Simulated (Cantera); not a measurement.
What does this Cantera script print?

```python
import numpy as np
import cantera as ct

gas = ct.Solution("SiF4_NH3_mec.yaml", "gas")
gas.TPX = 1600, 200000, {'NH3': 1, 'N2': 0.14}
inlet = ct.Reservoir(gas, clone=True)

reactor = ct.IdealGasConstPressureReactor(gas, energy="off", clone=False)
exhaust = ct.Reservoir(gas, clone=True)
tau = [1.5, 0.76, 0.39, 0.2, 0.1, 0.051, 0.026, 0.013, 0.0067][0]
for a, b in ((inlet, reactor), (reactor, exhaust)):
    ct.MassFlowController(a, b, mdot=lambda t: reactor.mass / tau)
net = ct.ReactorNet([reactor])
show = ['NH3', 'N2H4', 'N2H2', 'N', 'H', 'NH2']

rows = []
print(f"{'tau/s':>10s}{'T/K':>9s}" + "".join(f"{s:>11s}" for s in show))
for tau in [1.5, 0.76, 0.39, 0.2, 0.1, 0.051, 0.026, 0.013, 0.0067]:
    net.initial_time = 0.0
    net.advance(30 * tau)
    before = gas.X
    net.advance(40 * tau)
    drift = np.max(np.abs(gas.X - before) / (gas.X + 1e-9))
    rows.append([gas.T, *gas[show].X, drift])
    print(f"{tau:10.3e}{gas.T:9.1f}" + "".join(f"{x:11.3e}" for x in gas[show].X))
```

Output:

```
     tau/s      T/K        NH3       N2H4       N2H2          N          H        NH2
 1.500e+00   1600.0  6.226e-01  2.413e-07  2.716e-07  4.062e-09  9.014e-06  6.560e-05
 7.600e-01   1600.0  7.115e-01  3.122e-07  3.728e-07  4.115e-09  5.842e-06  7.461e-05
 3.900e-01   1600.0  7.770e-01  3.715e-07  4.626e-07  3.755e-09  3.531e-06  8.140e-05
 2.000e-01   1600.0  8.204e-01  4.162e-07  5.299e-07  3.022e-09  2.010e-06  8.616e-05
 1.000e-01   1600.0  8.471e-01  4.479e-07  5.738e-07  2.088e-09  1.075e-06  8.938e-05
 5.100e-02   1600.0  8.614e-01  4.667e-07  5.962e-07  1.287e-09  5.711e-07  9.124e-05
 2.600e-02   1600.0  8.690e-01  4.751e-07  6.039e-07  7.288e-10  2.996e-07  9.206e-05
 1.300e-02   1600.0  8.731e-01  4.731e-07  5.987e-07  3.868e-10  1.538e-07  9.187e-05
 6.700e-03   1600.0  8.751e-01  4.590e-07  5.788e-07  2.070e-10  8.189e-08  9.049e-05
```

Cantera simulation using the gas-phase N/H chemistry of the illustrative SiF4/NH3 mechanism in the Surface Chemkin manual (1991); the numbers are that mechanism's predictions, not measurements. Walls and surfaces, which speed up NH3 decomposition in real reactors, are not modelled.
